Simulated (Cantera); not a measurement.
A Cantera script and its output.

```python
import numpy as np
import cantera as ct

gas = ct.Solution("gri30.yaml")
gas.TPX = 2000, 13332, {'C3H8': 1, 'H2': 2.9}
reactor = ct.IdealGasConstPressureReactor(gas, energy="off", clone=False)
net = ct.ReactorNet([reactor])
net.rtol, net.atol = 1e-08, 1e-18
show = ['C3H8', 'H2', 'C2H6', 'C2H4', 'CH3']
times = np.geomspace(2e-05, 100, 14)

steps = ct.SolutionArray(gas, extra=["t"])
rows = []
print(f"{'t/s':>10s}{'T/K':>9s}{'P/Pa':>11s}" + "".join(f"{s:>11s}" for s in show))
for t in times:
    while net.time < t:
        t_next = net.step()
        steps.append(gas.state, t=t_next)
    rows.append([np.interp(t, steps.t, y) for y in (steps.T, steps.P, *steps(*show).X.T)])
    print(f"{t:10.3e}{rows[-1][0]:9.1f}{rows[-1][1]:11.4g}" + "".join(f"{x:11.3e}" for x in rows[-1][2:]))
rate = np.gradient(steps.T, steps.t)
print("integrator steps:", len(steps.t))
if steps.T.max() > steps.T[0] + 200:
    print(f"time of steepest temperature rise: {steps.t[rate.argmax()]:.4e} s")
gas.TPX = 2000, 13332, {'C3H8': 1, 'H2': 2.9}
gas.equilibrate("TP")
print(f"equilibrium (TP): T = {gas.T:.1f} K  " + "  ".join(f"{s} {gas[s].X[0]:.3e}" for s in show))
```

It prints:

```
       t/s      T/K       P/Pa       C3H8         H2       C2H6       C2H4        CH3
 2.000e-05   2000.0  1.333e+04  1.261e-04  6.028e-01  2.220e-03  8.161e-02  4.916e-02
 6.551e-05   2000.0  1.333e+04  1.383e-06  6.477e-01  4.575e-04  2.852e-02  1.796e-02
 2.146e-04   2000.0  1.333e+04  2.997e-07  6.760e-01  1.678e-04  6.708e-03  9.770e-03
 7.030e-04   2000.0  1.333e+04  9.996e-08  7.063e-01  8.161e-05  2.216e-03  6.811e-03
 2.303e-03   2000.0  1.333e+04  1.444e-08  7.431e-01  2.267e-05  6.951e-04  3.702e-03
 7.543e-03   2000.0  1.333e+04  6.438e-10  7.674e-01  2.853e-06  2.188e-04  1.379e-03
 2.471e-02   2000.0  1.333e+04  1.424e-11  7.760e-01  2.169e-07  1.555e-04  3.933e-04
 8.094e-02   2000.0  1.333e+04  6.612e-13  7.781e-01  2.148e-08  1.508e-04  1.192e-04
 2.651e-01   2000.0  1.333e+04  2.337e-13  7.785e-01  8.241e-09  1.506e-04  6.693e-05
 8.685e-01   2000.0  1.333e+04  2.235e-13  7.785e-01  7.894e-09  1.506e-04  6.500e-05
 2.845e+00   2000.0  1.333e+04  2.235e-13  7.785e-01  7.894e-09  1.506e-04  6.500e-05
 9.319e+00   2000.0  1.333e+04  2.235e-13  7.785e-01  7.894e-09  1.506e-04  6.500e-05
 3.053e+01   2000.0  1.333e+04  2.235e-13  7.785e-01  7.894e-09  1.506e-04  6.500e-05
 1.000e+02   2000.0  1.333e+04  2.235e-13  7.785e-01  7.894e-09  1.506e-04  6.500e-05
integrator steps: 1482
equilibrium (TP): T = 2000.0 K  C3H8 2.236e-13  H2 7.785e-01  C2H6 7.898e-09  C2H4 1.506e-04  CH3 6.502e-05
```

Computed with Cantera and GRI-Mech 3.0 (53 species, 325 reactions). GRI-Mech 3.0 was tuned for natural gas; its chemistry of propane as a main component is partial and can be far from experiment. GRI-Mech 3.0 stops at C3 and has no aromatics, soot or wall deposition, so with more carbon than oxygen in the feed, carbon stays in small species such as C2H2 where larger ones or solid carbon would form.
